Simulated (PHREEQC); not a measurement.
A made-up water analysis in mg/L, 25 °C, pH 6.77, pe 11.1:

| constituent | mg/L |
|---|---|
| Na | 0.0396 |
| K | 0.0826 |
| Ca | 0.0158 |
| Mg | 0.00591 |
| Cl | 0.019 |
| S(6) as SO4 | 0.0547 |
| Alkalinity as HCO3 | 0.213 |
| F | 0.000291 |
| Si as SiO2 | 0.00565 |
| Pb | 0.000118 |
| B | 0.000604 |

Valence states are taken as typed.

Model: ion-association model, wateq4f.dat, run in PHREEQC.

Each row changes one thing in this solution. This is a speciation only: nothing precipitates in the calculation.

```tsv
case	ionic strength (mol/kgw)	HCO3- (mol/kgw)	CO2 (mol/kgw)	CO3-2 (mol/kgw)	Pb+2 (mol/kgw)	H2BO3- (mol/kgw)	SI of Quartz (SiO2)	SI of Pb(OH)2 (Pb(OH)2)
as made	6.52e-6	3.60e-6	1.37e-6	1.00e-9	5.02e-10	1.89e-10	-3.05	-3.91
all concentrations times 3 at the same typed pH	1.92e-5	1.06e-5	4.02e-6	…	1.46e-9	5.68e-10	…	-3.46
K from 0.0826 to 0.248 mg/L	…	3.60e-6	1.37e-6	1.00e-9	5.02e-10	1.89e-10	-3.05	…
pH from 6.77 to 6.47 at the same alkalinity	…	3.80e-6	2.89e-6	5.31e-10	5.33e-10	9.50e-11	-3.05	-4.49
temperature from 25 to 75 °C at the same typed pH	6.52e-6	2.51e-6	8.98e-7	1.12e-9	5.02e-10	4.12e-10	-3.67	-2.45
```

Task: Complete the blanks.

Result: 
- all concentrations times 3 at the same typed pH, CO3-2 (mol/kgw): 2.97e-9
- all concentrations times 3 at the same typed pH, SI of Quartz (SiO2): -2.57
- K from 0.0826 to 0.248 mg/L, ionic strength (mol/kgw): 8.64e-6
- K from 0.0826 to 0.248 mg/L, SI of Pb(OH)2 (Pb(OH)2): -3.92
- pH from 6.77 to 6.47 at the same alkalinity, ionic strength (mol/kgw): 6.69e-6

Species that the database lacks are ignored. At this temperature some constants are extrapolated from 25 °C, and those without enthalpy data are left unchanged. SiF6-2 is the database's only silicon fluoride. Real BF4- forms and hydrolyses slowly; the run takes it at equilibrium.
